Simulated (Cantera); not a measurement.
Feed: 1 mol Ca(OH)2, 0.9 mol CO2, at 0.0133 bar.

Method: chemical equilibrium by Gibbs-energy minimisation in Cantera with the NASA 1993 tables (ideal gas, pure condensed phases). Candidate condensed phases: C, C6H6, C7H8, C8H18, Ca, CaCO3, CaO, Ca(OH)2, H2O; 115 gas species. The numbers say what is thermodynamically allowed, not how fast it happens.

x: gas mole fraction; n: condensed amount in mol.

```csv
T (°C),x H2O,x CO2,x CO,x O2,n CaO(s)
1027,0.526,0.474,7.94e-5,6.24e-5,1.00
1102,0.526,0.473,?,?,1.00
1177,0.526,0.473,0.000496,0.000347,1.00
1252,0.525,0.472,0.00108,0.000722,1.000
1327,0.524,0.471,0.00217,0.00140,1.000
1402,0.523,0.468,0.00409,0.00257,1.000
1477,0.521,0.464,?,?,1.000
1552,0.517,0.457,0.0123,0.00733,1.000
1627,0.511,0.447,0.0198,0.0116,1.000
1702,0.503,0.433,0.0304,0.0175,1.000
```

Task: Fill in the missing entries.

Result: 
- 1477, x CO: 0.00728
- 1477, x O2: 0.00445
- 1102, x CO: 0.000209
- 1102, x O2: 0.000154
